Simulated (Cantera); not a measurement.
Feed: 1 mol Hg, 0.15 mol H2, 0.62 mol N2, held at 5700 Torr.

Equilibrium computed with Cantera from the NASA thermochemical tables; the gas is ideal and each condensed phase is pure. Candidate condensed phases: Hg; 10 gas species. Equilibrium is a limit: real reactors are often held back by kinetics, nucleation or transport.

Which condensed phases are stable at each of these points (T (K)): 548, 648, 748, 848, 948, 1048, 1148, 1248, 1348, 1448?


```json
[
 {"T (K)": "548", "condensed phases": "Hg(l)", "Hg condensed (%)": "98.2"},
 {"T (K)": "648", "condensed phases": "Hg(l)", "Hg condensed (%)": "83.2"},
 {"T (K)": "748", "condensed phases": "gas only", "Hg condensed (%)": "0.0"},
 {"T (K)": "848", "condensed phases": "gas only", "Hg condensed (%)": "0.0"},
 {"T (K)": "948", "condensed phases": "gas only", "Hg condensed (%)": "0.0"},
 {"T (K)": "1048", "condensed phases": "gas only", "Hg condensed (%)": "0.0"},
 {"T (K)": "1148", "condensed phases": "gas only", "Hg condensed (%)": "0.0"},
 {"T (K)": "1248", "condensed phases": "gas only", "Hg condensed (%)": "0.0"},
 {"T (K)": "1348", "condensed phases": "gas only", "Hg condensed (%)": "0.0"},
 {"T (K)": "1448", "condensed phases": "gas only", "Hg condensed (%)": "0.0"}
]
```

From 548 K to 648 K the condensed part is Hg(l). From 748 K to 1448 K nothing is condensed.
